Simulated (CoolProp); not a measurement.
Saturation properties of CHF3 (R23) (Tc = 299.3 K, pc = 4.832 MPa, ω = 0.263).

Model: reference Helmholtz-energy equation of state, Penoncello 2003, in CoolProp.

```json
[
 {"T (K)": "224.1", "p (MPa)": "0.4978", "liquid density (kg/m³)": "1311", "vapour density (kg/m³)": "21.21", "enthalpy of vaporisation (kJ/kg)": "209.0", "liquid viscosity (µPa s)": "188"},
 {"T (K)": "228", "p (MPa)": "0.5810", "liquid density (kg/m³)": "1294", "vapour density (kg/m³)": "24.69", "enthalpy of vaporisation (kJ/kg)": "204.8", "liquid viscosity (µPa s)": "178"},
 {"T (K)": "231.8", "p (MPa)": "0.6718", "liquid density (kg/m³)": "1276", "vapour density (kg/m³)": "28.50", "enthalpy of vaporisation (kJ/kg)": "200.6", "liquid viscosity (µPa s)": "169"},
 {"T (K)": "235.7", "p (MPa)": "0.7758", "liquid density (kg/m³)": "1258", "vapour density (kg/m³)": "32.92", "enthalpy of vaporisation (kJ/kg)": "196.0", "liquid viscosity (µPa s)": "160"},
 {"T (K)": "239.6", "p (MPa)": "0.8914", "liquid density (kg/m³)": "1238", "vapour density (kg/m³)": "37.89", "enthalpy of vaporisation (kJ/kg)": "191.3", "liquid viscosity (µPa s)": "152"},
 {"T (K)": "243.4", "p (MPa)": "1.016", "liquid density (kg/m³)": "1219", "vapour density (kg/m³)": "43.33", "enthalpy of vaporisation (kJ/kg)": "186.5", "liquid viscosity (µPa s)": "144"},
 {"T (K)": "247.3", "p (MPa)": "1.157", "liquid density (kg/m³)": "1199", "vapour density (kg/m³)": "49.61", "enthalpy of vaporisation (kJ/kg)": "181.3", "liquid viscosity (µPa s)": "137"},
 {"T (K)": "251.1", "p (MPa)": "1.308", "liquid density (kg/m³)": "1178", "vapour density (kg/m³)": "56.49", "enthalpy of vaporisation (kJ/kg)": "175.9", "liquid viscosity (µPa s)": "130"},
 {"T (K)": "255", "p (MPa)": "1.478", "liquid density (kg/m³)": "1156", "vapour density (kg/m³)": "64.45", "enthalpy of vaporisation (kJ/kg)": "170.2", "liquid viscosity (µPa s)": "123"},
 {"T (K)": "258.9", "p (MPa)": "1.664", "liquid density (kg/m³)": "1133", "vapour density (kg/m³)": "73.46", "enthalpy of vaporisation (kJ/kg)": "164.0", "liquid viscosity (µPa s)": "116"},
 {"T (K)": "262.7", "p (MPa)": "1.861", "liquid density (kg/m³)": "1109", "vapour density (kg/m³)": "83.41", "enthalpy of vaporisation (kJ/kg)": "157.7", "liquid viscosity (µPa s)": "110"},
 {"T (K)": "266.6", "p (MPa)": "2.081", "liquid density (kg/m³)": "1083", "vapour density (kg/m³)": "95.04", "enthalpy of vaporisation (kJ/kg)": "150.7", "liquid viscosity (µPa s)": "103"},
 {"T (K)": "270.4", "p (MPa)": "2.314", "liquid density (kg/m³)": "1056", "vapour density (kg/m³)": "108.0", "enthalpy of vaporisation (kJ/kg)": "143.3", "liquid viscosity (µPa s)": "97.0"},
 {"T (K)": "274.3", "p (MPa)": "2.573", "liquid density (kg/m³)": "1026", "vapour density (kg/m³)": "123.5", "enthalpy of vaporisation (kJ/kg)": "135.2", "liquid viscosity (µPa s)": "90.7"}
]
```

It boils at 191.1 K under 1 atm.

Viscosity comes from a separate model (Shan 2000).
